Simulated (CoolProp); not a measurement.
A Linde-Hampson liquefier for CF4 (R14): isothermal reversible compression at 320 K from 1 atm to 15 MPa, throttling to 1 atm, return gas leaving the recuperator 10 K below the feed. Each further row changes one setting.

The numbers come from the reference Helmholtz-energy equation of state, Platzer 1990 in CoolProp. This equation is an older, rougher fit; its heat capacities, sound speeds and derivatives of the liquid may be far off and weren't checked against measurements.

```json
[
 {"case": "as stated", "liquid yield per pass": "0.172", "compression work (kJ/kg of gas)": "141"},
 {"case": "high pressure 30 MPa", "liquid yield per pass": "0.226", "compression work (kJ/kg of gas)": "(withheld)"},
 {"case": "warm-end temperature 350 K", "liquid yield per pass": "0.120", "compression work (kJ/kg of gas)": "(withheld)"},
 {"case": "warm-end gap 15 K", "liquid yield per pass": "(withheld)", "compression work (kJ/kg of gas)": "141"}
]
```

### Question
Complete the blanks.

### Answer

- high pressure 30 MPa, compression work (kJ/kg of gas): 159
- warm-end temperature 350 K, compression work (kJ/kg of gas): 158
- warm-end gap 15 K, liquid yield per pass: 0.159
